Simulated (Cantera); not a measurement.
A Cantera script and its output.

```python
import numpy as np
import cantera as ct

gas = ct.Solution("gri30.yaml")
gas.TPX = 1650, 100000, {'CH4': 1, 'O2': 3.08, 'N2': 11.6}
reactor = ct.IdealGasReactor(gas, energy="on", clone=False)
net = ct.ReactorNet([reactor])
net.rtol, net.atol = 1e-08, 1e-16
show = ['CH4', 'O2', 'H2', 'CH2CO', 'OH']
times = np.geomspace(2e-06, 0.2, 12)

steps = ct.SolutionArray(gas, extra=["t"])
rows = []
print(f"{'t/s':>10s}{'T/K':>9s}{'P/Pa':>11s}" + "".join(f"{s:>11s}" for s in show))
for t in times:
    while net.time < t:
        t_next = net.step()
        steps.append(gas.state, t=t_next)
    rows.append([np.interp(t, steps.t, y) for y in (steps.T, steps.P, *steps(*show).X.T)])
    print(f"{t:10.3e}{rows[-1][0]:9.1f}{rows[-1][1]:11.4g}" + "".join(f"{x:11.3e}" for x in rows[-1][2:]))
rate = np.gradient(steps.T, steps.t)
print("integrator steps:", len(steps.t))
if steps.T.max() > steps.T[0] + 200:
    print(f"time of steepest temperature rise: {steps.t[rate.argmax()]:.4e} s")
gas.TPX = 1650, 100000, {'CH4': 1, 'O2': 3.08, 'N2': 11.6}
gas.equilibrate("UV")
print(f"equilibrium (UV): T = {gas.T:.1f} K  " + "  ".join(f"{s} {gas[s].X[0]:.3e}" for s in show))
```

It prints:

```
       t/s      T/K       P/Pa        CH4         O2         H2      CH2CO         OH
 2.000e-06   1650.0      1e+05  6.377e-02  1.964e-01  2.714e-07  4.296e-18  1.016e-07
 5.696e-06   1650.0      1e+05  6.377e-02  1.964e-01  8.909e-07  1.307e-15  1.402e-07
 1.622e-05   1649.9      1e+05  6.375e-02  1.964e-01  2.923e-06  2.750e-13  2.528e-07
 4.620e-05   1649.8  9.999e+04  6.368e-02  1.964e-01  1.201e-05  8.140e-11  7.300e-07
 1.316e-04   1651.4  1.001e+05  6.288e-02  1.959e-01  1.278e-04  8.236e-08  4.708e-06
 3.748e-04   2768.2  1.729e+05  1.189e-16  6.954e-02  7.049e-03  2.397e-18  2.292e-02
 1.067e-03   2788.0  1.736e+05  1.343e-16  6.516e-02  6.515e-03  2.280e-18  2.159e-02
 3.040e-03   2779.1  1.729e+05  1.336e-16  6.194e-02  6.482e-03  2.186e-18  2.090e-02
 8.658e-03   2778.2  1.729e+05  1.336e-16  6.161e-02  6.479e-03  2.177e-18  2.083e-02
 2.466e-02   2778.2  1.729e+05  1.336e-16  6.161e-02  6.479e-03  2.177e-18  2.083e-02
 7.022e-02   2778.2  1.729e+05  1.336e-16  6.161e-02  6.479e-03  2.177e-18  2.083e-02
 2.000e-01   2778.2  1.729e+05  1.336e-16  6.161e-02  6.479e-03  2.177e-18  2.083e-02
integrator steps: 1736
time of steepest temperature rise: 2.7951e-04 s
equilibrium (UV): T = 2778.2 K  CH4 1.873e-16  O2 6.161e-02  H2 6.479e-03  CH2CO 2.455e-18  OH 2.083e-02
```

Computed with Cantera and GRI-Mech 3.0 (53 species, 325 reactions).
